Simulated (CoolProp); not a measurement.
A simple Rankine cycle with carbonyl sulfide: condensing at 311.15 K, boiler at 4.15 MPa, turbine inlet 356 K, turbine efficiency 0.65, pump efficiency 0.7, no recuperator. Each further row changes one setting.

Computed with CoolProp (reference Helmholtz-energy equation of state, Lemmon 2006). It is a short technical equation, of lower accuracy than the large ones.

```json
[
 {"case": "as stated", "thermal efficiency (%)": "6.0", "net work (kJ/kg)": "13.6", "heat in (kJ/kg)": "224", "turbine exit temperature (K)": "311.1", "volume ratio over the turbine": "?"},
 {"case": "turbine inlet 376 K", "thermal efficiency (%)": "6.5", "net work (kJ/kg)": "16.3", "heat in (kJ/kg)": "253", "turbine exit temperature (K)": "318.5", "volume ratio over the turbine": "2.29"},
 {"case": "condensing temperature 303.15 K", "thermal efficiency (%)": "?", "net work (kJ/kg)": "?", "heat in (kJ/kg)": "235", "turbine exit temperature (K)": "303.1", "volume ratio over the turbine": "2.97"},
 {"case": "boiler pressure 2.91 MPa", "thermal efficiency (%)": "?", "net work (kJ/kg)": "10.5", "heat in (kJ/kg)": "253", "turbine exit temperature (K)": "324.1", "volume ratio over the turbine": "1.62"},
 {"case": "turbine efficiency 0.55", "thermal efficiency (%)": "?", "net work (kJ/kg)": "10.9", "heat in (kJ/kg)": "224", "turbine exit temperature (K)": "311.1", "volume ratio over the turbine": "?"}
]
```

**Question.** What belongs in the gaps?

**Answer.** 
- as stated, volume ratio over the turbine: 2.47
- condensing temperature 303.15 K, thermal efficiency (%): 7.2
- condensing temperature 303.15 K, net work (kJ/kg): 16.9
- boiler pressure 2.91 MPa, thermal efficiency (%): 4.2
- turbine efficiency 0.55, thermal efficiency (%): 4.9
- turbine efficiency 0.55, volume ratio over the turbine: 2.49

The expansion ends wet for: as stated; condensing temperature 303.15 K; turbine efficiency 0.55.
